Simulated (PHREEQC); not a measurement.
Dissolve 1.1 mmol/kgw H2SO4 at 25 °C. Closed to the air; pH follows from the charge balance.

The numbers come from PHREEQC with the ion-association model, phreeqc.dat.

Precipitation was switched off in this run.

Question: What pH does the model give?

Answer: pH 2.71.

Question: In which forms is S present?

Answer: SO4-2 86 %, HSO4- 14 % of the S.

Complexes and solids missing from the database can't appear.
